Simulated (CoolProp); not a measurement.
R1123 along the isobar 20 MPa: density (kg/m³) from the reference equation and from simpler models built on Tc = 58.6 °C, pc = 4.549 MPa, ω = 0.243; each cubic takes its own stable root.

Values from CoolProp's reference Helmholtz-energy equation of state, Akasaka 2020.

| T (°C) | phase | reference |
|---|---|---|
| 34.05 | liquid | 1106 |
| 51.95 | liquid | 1045 |
| 69.75 | supercritical | 979.5 |
| 87.65 | supercritical | 909.9 |
| 105.45 | supercritical | 838.2 |
| 123.25 | supercritical | 766.5 |
| 141.15 | supercritical | 697.5 |
| 158.95 | supercritical | 634.6 |
| 176.85 | supercritical | 579.0 |
| 194.65 | supercritical | 531.3 |

Task: How far does each simpler model (Soave-Redlich-Kwong, Peng-Robinson) lie from the reference over these 10 states: mean and median of the absolute difference, and the worst?

Result: 
- Soave-Redlich-Kwong: mean 9.1 %, median 9.2 %, worst -9.8 % at 123.25 °C and 20 MPa
- Peng-Robinson: mean 1.9 %, median 2.1 %, worst +3.0 % at 34.05 °C and 20 MPa
